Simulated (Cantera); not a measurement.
A closed system holds: 1 mol C₂F₆, 9.3 mol H₂, held at 2425 °C and 37.0 mbar.

Cantera equilibrium calculation (NASA polynomials, part measured and part estimated; ideal gas, pure solids and liquids). Candidate condensed phases: C, C₆H₆, C₇H₈, C₈H₁₈; 95 gas species. The feed counts by its element totals alone. Equilibrium is a limit: real reactors are often held back by kinetics, nucleation or transport.

Base state: HF 0.443, H₂ 0.369, H 0.178, C₂H₂ (acetylene) 0.00863, F 0.000722, C₂H 0.000441, C₃ 0.000232, C₄H₂ 8.40e-5 (mole fractions); condensed: C(graphite).

Q: What changes in the equilibrium state with this change: C₂F₆ replaced by CF₄?

A: 
```csv
species,before,after
H₂,0.369,0.469
HF,0.443,0.318
H,0.178,0.201
C₂H₂ (acetylene),0.00863,0.0110
F,0.000722,0.000459
CF,4.13e-5,2.63e-5
C₄H₂,8.40e-5,0.000107
C₂H₂ (vinylidene),1.25e-5,1.59e-5
C₂H,0.000441,0.000498
"C(graphite), mol",1.74,0.695
```

Q: What changes in the equilibrium state with this change: pressure from 37.0 mbar to 4.40 mbar?

A: 
```csv
species,before,after
H,0.178,0.390
HF,0.443,0.388
H₂,0.369,0.211
C₂,2.22e-5,0.000187
C₅,1.54e-6,1.29e-5
C,5.60e-5,0.000471
"C(graphite), mol",1.74,1.71
```

Q: What changes in the equilibrium state with this change: temperature from 2425 °C to 2577 °C?

A: 
```csv
species,before,after
HF,0.443,0.417
H₂,0.369,0.292
H,0.178,0.273
C₂H₂ (acetylene),0.00863,0.0115
C₅,1.54e-6,1.77e-5
C₂,2.22e-5,0.000154
C₃,0.000232,0.00156
C,5.60e-5,0.000305
CF,4.13e-5,0.000151
"C(graphite), mol",1.74,1.54
```
